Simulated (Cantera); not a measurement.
Input (Python, Cantera):

```python
import numpy as np
import cantera as ct

gas = ct.Solution("SiF4_NH3_mec.yaml", "gas")
gas.TPX = 1573, 100000, {'NH3': 1, 'H2': 2.1}
reactor = ct.IdealGasConstPressureReactor(gas, energy="off", clone=False)
net = ct.ReactorNet([reactor])
net.rtol, net.atol = 1e-08, 1e-18
show = ['NH3', 'H2', 'N2H4', 'NH2', 'N2H2']
times = np.geomspace(0.0009, 10, 9)

steps = ct.SolutionArray(gas, extra=["t"])
rows = []
print(f"{'t/s':>10s}{'T/K':>9s}{'P/Pa':>11s}" + "".join(f"{s:>11s}" for s in show))
for t in times:
    while net.time < t:
        t_next = net.step()
        steps.append(gas.state, t=t_next)
    rows.append([np.interp(t, steps.t, y) for y in (steps.T, steps.P, *steps(*show).X.T)])
    print(f"{t:10.3e}{rows[-1][0]:9.1f}{rows[-1][1]:11.4g}" + "".join(f"{x:11.3e}" for x in rows[-1][2:]))
rate = np.gradient(steps.T, steps.t)
print("integrator steps:", len(steps.t))
if steps.T.max() > steps.T[0] + 200:
    print(f"time of steepest temperature rise: {steps.t[rate.argmax()]:.4e} s")
gas.TPX = 1573, 100000, {'NH3': 1, 'H2': 2.1}
gas.equilibrate("TP")
print(f"equilibrium (TP): T = {gas.T:.1f} K  " + "  ".join(f"{s} {gas[s].X[0]:.3e}" for s in show))
```

Result:

```
       t/s      T/K       P/Pa        NH3         H2       N2H4        NH2       N2H2
 9.000e-04   1573.0      1e+05  3.226e-01  6.774e-01  2.760e-09  8.325e-06  3.904e-09
 2.884e-03   1573.0      1e+05  3.225e-01  6.774e-01  1.887e-08  2.173e-05  2.918e-08
 9.240e-03   1573.0      1e+05  3.225e-01  6.774e-01  3.323e-08  2.884e-05  5.334e-08
 2.961e-02   1573.0      1e+05  3.222e-01  6.776e-01  3.338e-08  2.890e-05  5.359e-08
 9.487e-02   1573.0      1e+05  3.215e-01  6.781e-01  3.324e-08  2.884e-05  5.335e-08
 3.040e-01   1573.0      1e+05  3.191e-01  6.796e-01  3.280e-08  2.865e-05  5.258e-08
 9.740e-01   1573.0      1e+05  3.116e-01  6.842e-01  3.145e-08  2.806e-05  5.023e-08
 3.121e+00   1573.0      1e+05  2.900e-01  6.977e-01  2.765e-08  2.631e-05  4.369e-08
 1.000e+01   1573.0      1e+05  2.371e-01  7.306e-01  1.921e-08  2.193e-05  2.958e-08
integrator steps: 491
equilibrium (TP): T = 1573.0 K  NH3 1.424e-05  H2 8.780e-01  N2H4 8.477e-17  NH2 1.452e-09  N2H2 1.064e-14
```

Computed with Cantera and the gas-phase N/H chemistry of the illustrative SiF4/NH3 mechanism in the Surface Chemkin manual (1991). Walls and surfaces, which speed up NH3 decomposition in real reactors, are not modelled.
